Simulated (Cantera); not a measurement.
A closed system holds: 1 mol C2H6, 14 mol H2, equilibrated at 0.0870 bar.

Method: chemical equilibrium by Gibbs-energy minimisation in Cantera with the NASA 1993 tables (ideal gas, pure condensed phases). Candidate condensed phases: C, C6H6, C7H8, C8H18; 76 gas species. Rates play no part.

Task: What share of the C ends up in condensed phases as a function of T (K), at 823, 973, 1123, 1273, 1423, 1573, 1723, 1873, 2023, 2173, 2323?

Result: 
| T (K) | C condensed (%) | as |
|---|---|---|
| 823 | 44.3 | C(graphite) |
| 973 | 90.8 | C(graphite) |
| 1123 | 97.8 | C(graphite) |
| 1273 | 99.3 | C(graphite) |
| 1423 | 99.7 | C(graphite) |
| 1573 | 99.8 | C(graphite) |
| 1723 | 99.8 | C(graphite) |
| 1873 | 99.4 | C(graphite) |
| 2023 | 98.5 | C(graphite) |
| 2173 | 96.3 | C(graphite) |
| 2323 | 91.9 | C(graphite) |
